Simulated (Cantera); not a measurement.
A freely propagating, adiabatic, planar premixed flame of CO : H₂ : CH₄ : O₂ : N₂ = 1 : 1.1 : 0.15 : 1.52 : 5.7 (molar parts), unburnt at 375 K and 2.80 bar; mixture-averaged transport, grid criteria slope 0.08 and curve 0.16, no radiation.

Detailed kinetics in Cantera: GRI-Mech 3.0 (53 species, 325 reactions). Burning velocities carry a grid error of a few per cent, more on coarse grids.

### Question
How do the results move with these cheaper or finer settings: unity-Lewis-number transport; multicomponent transport; multicomponent+Soret transport; grid criteria slope 0.5, curve 1; grid criteria slope 0.25, curve 0.5; grid criteria slope 0.03, curve 0.06?

### Answer
```json
[
 {"setting": "as above", "laminar burning velocity": "99.1 cm/s", "thermal thickness": "0.136 mm", "peak x(HCN)": "7.37e-8", "peak x(H)": "0.00767", "grid points": "143"},
 {"setting": "unity-Lewis-number transport", "laminar burning velocity": "93.7 cm/s", "thermal thickness": "0.122 mm", "peak x(HCN)": "9.90e-8", "peak x(H)": "0.0103", "grid points": "131"},
 {"setting": "multicomponent transport", "laminar burning velocity": "98.9 cm/s", "thermal thickness": "0.136 mm", "peak x(HCN)": "7.41e-8", "peak x(H)": "0.00767", "grid points": "143"},
 {"setting": "multicomponent+Soret transport", "laminar burning velocity": "93.8 cm/s", "thermal thickness": "0.137 mm", "peak x(HCN)": "6.96e-8", "peak x(H)": "0.00741", "grid points": "143"},
 {"setting": "grid criteria slope 0.5, curve 1", "laminar burning velocity": "105 cm/s", "thermal thickness": "0.155 mm", "peak x(HCN)": "7.25e-8", "peak x(H)": "0.00764", "grid points": "41"},
 {"setting": "grid criteria slope 0.25, curve 0.5", "laminar burning velocity": "100 cm/s", "thermal thickness": "0.145 mm", "peak x(HCN)": "7.18e-8", "peak x(H)": "0.00753", "grid points": "57"},
 {"setting": "grid criteria slope 0.03, curve 0.06", "laminar burning velocity": "99.3 cm/s", "thermal thickness": "0.134 mm", "peak x(HCN)": "7.55e-8", "peak x(H)": "0.00780", "grid points": "341"}
]
```
The base run took about 12 core-seconds (a rough figure).
Unity Lewis numbers drop preferential diffusion, which matters most where H2 and H carry the flame; Soret adds thermal diffusion.
